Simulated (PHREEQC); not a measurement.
A solution holds 48 mmol/kgw H2SO4, 2.1 mmol/kgw CuSO4 and 8.4 mmol/kgw Fe2(SO4)3, at 25 °C. Closed to the air; pH follows from the charge balance.

The numbers come from PHREEQC with the ion-association model, wateq4f.dat.

Each row changes one thing in this solution. This is a speciation only: nothing precipitates in the calculation.

```json
[
 {"case": "as made", "pH": "1.35", "ionic strength (mol/kgw)": "0.102", "HSO4- (mol/kgw)": "0.0384", "SO4-2 (mol/kgw)": "0.0183", "Cu+2 (mol/kgw)": "0.00136", "CuSO4 (mol/kgw)": "0.000737", "SI of Chalcanthite (CuSO4:5H2O)": "-2.80", "SI of Tenorite (CuO)": "-8.19"},
 {"case": "Fe2(SO4)3 replaced by Fe(NO3)3 at the same molality", "pH": "[?]", "ionic strength (mol/kgw)": "0.0949", "HSO4- (mol/kgw)": "0.0295", "SO4-2 (mol/kgw)": "0.0116", "Cu+2 (mol/kgw)": "0.00155", "CuSO4 (mol/kgw)": "0.000554", "SI of Chalcanthite (CuSO4:5H2O)": "-2.92", "SI of Tenorite (CuO)": "-8.28"},
 {"case": "temperature from 25 to 5 °C", "pH": "1.31", "ionic strength (mol/kgw)": "0.111", "HSO4- (mol/kgw)": "0.0342", "SO4-2 (mol/kgw)": "0.0226", "Cu+2 (mol/kgw)": "0.00134", "CuSO4 (mol/kgw)": "0.000765", "SI of Chalcanthite (CuSO4:5H2O)": "[?]", "SI of Tenorite (CuO)": "-9.07"},
 {"case": "Fe2(SO4)3 left out", "pH": "1.29", "ionic strength (mol/kgw)": "0.0790", "HSO4- (mol/kgw)": "0.0353", "SO4-2 (mol/kgw)": "0.0141", "Cu+2 (mol/kgw)": "0.00141", "CuSO4 (mol/kgw)": "0.000687", "SI of Chalcanthite (CuSO4:5H2O)": "-2.83", "SI of Tenorite (CuO)": "-8.25"},
 {"case": "0.0013 mol/kgw LiOH added", "pH": "1.35", "ionic strength (mol/kgw)": "0.102", "HSO4- (mol/kgw)": "0.0382", "SO4-2 (mol/kgw)": "0.0186", "Cu+2 (mol/kgw)": "0.00136", "CuSO4 (mol/kgw)": "0.000742", "SI of Chalcanthite (CuSO4:5H2O)": "-2.79", "SI of Tenorite (CuO)": "-8.18"},
 {"case": "H2SO4 from 0.048 to 0.072 mol/kgw", "pH": "[?]", "ionic strength (mol/kgw)": "0.132", "HSO4- (mol/kgw)": "0.0598", "SO4-2 (mol/kgw)": "0.0210", "Cu+2 (mol/kgw)": "0.00138", "CuSO4 (mol/kgw)": "0.000721", "SI of Chalcanthite (CuSO4:5H2O)": "-2.81", "SI of Tenorite (CuO)": "-8.54"}
]
```

**Question.** What belongs in the gaps?

**Answer.** 
- Fe2(SO4)3 replaced by Fe(NO3)3 at the same molality, pH: 1.27
- temperature from 25 to 5 °C, SI of Chalcanthite (CuSO4:5H2O): -2.64
- H2SO4 from 0.048 to 0.072 mol/kgw, pH: 1.19

Some of these states are supersaturated (in Hematite (slow to form), Goethite (slow to form), for instance). Constants without temperature data keep their 25 °C values here.
